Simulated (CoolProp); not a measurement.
A single-stage vapour-compression cycle with n-perfluorohexane: evaporating at 296.15 K (dew point), condensing at 320.15 K (bubble point), superheat 5 K, subcooling 5 K, compressor efficiency 0.85, no pressure losses. Each further row changes one setting.

Model: reference Helmholtz-energy equation of state, Gao 2022, in CoolProp.

| case | cooling COP | pressure ratio | discharge temperature (K) | refrigerating effect (kJ/kg) | volumetric capacity (kJ/m³) |
|---|---|---|---|---|---|
| as stated | 9.55 | 2.63 | 320.2 | 77.6 | 288 |
| evaporating temperature 301.15 K | 12.7 | 2.12 | 320.2 | ___ | 372 |
| condensing temperature 315.15 K | 12.5 | 2.19 | 315.2 | 82.9 | 308 |
| subcooling 10 K | ___ | 2.63 | 320.2 | 82.9 | 308 |
| superheat 15 K | 10.0 | 2.63 | ___ | 85.9 | 308 |
| compressor efficiency 0.75 | 8.42 | 2.63 | 320.2 | 77.6 | 288 |

**Question.** Fill in the missing entries.

**Answer.** 
- evaporating temperature 301.15 K, refrigerating effect (kJ/kg): 81.6
- subcooling 10 K, cooling COP: 10.2
- superheat 15 K, discharge temperature (K): 322.2

The compression ends wet for: as stated; evaporating temperature 301.15 K; condensing temperature 315.15 K; subcooling 10 K; compressor efficiency 0.75.
